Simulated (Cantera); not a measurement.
## NO annealing gas

An isothermal, constant-pressure homogeneous reactor starts with NO : N2 = 1 : 0.15 (molar parts), at 2150 K and 0.290 bar.

Cantera simulation using GRI-Mech 3.0 (53 species, 325 reactions); the numbers are that mechanism's predictions, not measurements.

```tsv
t (s)	x NO	x NO2	x O2	x O	x N2	x N2O
2.00e-6	0.870	6.77e-9	1.05e-9	1.40e-6	0.130	1.40e-6
9.35e-6	0.870	1.42e-7	2.29e-8	6.47e-6	0.130	6.51e-6
4.37e-5	0.870	2.63e-6	4.93e-7	2.92e-5	0.130	2.95e-5
0.000205	0.869	3.15e-5	1.20e-5	0.000132	0.130	0.000120
0.000956	0.868	0.000143	0.000391	0.000481	0.131	0.000305
0.00447	0.860	0.000182	0.00409	0.000606	0.135	0.000341
0.0209	0.823	0.000240	0.0223	0.000780	0.153	0.000302
0.0978	0.652	0.000349	0.108	0.00131	0.239	0.000172
0.457	0.194	0.000181	0.336	0.00214	0.467	1.36e-5
2.14	0.0187	1.95e-5	0.424	0.00238	0.555	3.96e-7
10.0	0.0135	1.42e-5	0.426	0.00238	0.558	3.42e-7
```
x: mole fraction; the columns are a selection and need not sum to one.

Equilibrium at this temperature and pressure: NO 0.0135, NO2 1.42e-5, O2 0.426, O 0.00238, N2 0.558, N2O 3.42e-7 (gas phase only).
